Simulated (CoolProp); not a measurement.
Properties of diethyl ether along the isobar 8160 kPa (Tc = 194.7 °C, pc = 3717 kPa, ω = 0.282).

Computed with CoolProp (reference Helmholtz-energy equation of state, Thol 2014).

```csv
T (°C),phase,cv (kJ/(kg K)),isothermal compressibility (1/MPa),fugacity coefficient
57.55,liquid,(withheld),(withheld),0.03373
72.65,liquid,1.862,0.002774,0.05023
87.85,liquid,1.897,0.003309,0.07172
102.95,liquid,1.933,0.003997,0.09826
118.15,liquid,1.971,0.004915,0.1303
133.25,liquid,2.010,0.006156,0.1675
148.45,liquid,2.052,0.007916,(withheld)
163.55,liquid,2.095,0.01048,0.2562
178.65,liquid,2.140,0.01444,0.3061
193.85,liquid,2.187,0.02099,0.3588
208.95,supercritical,2.235,0.03248,0.4126
224.15,supercritical,2.286,0.05396,(withheld)
239.25,supercritical,2.333,(withheld),0.5179
254.45,supercritical,2.369,0.1378,(withheld)
```

Q: Fill in the missing entries.

A: 
- 57.55, cv (kJ/(kg K)): 1.830
- 57.55, isothermal compressibility (1/MPa): 0.002356
- 148.45, fugacity coefficient: 0.2098
- 224.15, fugacity coefficient: 0.4664
- 239.25, isothermal compressibility (1/MPa): 0.09135
- 254.45, fugacity coefficient: 0.5659
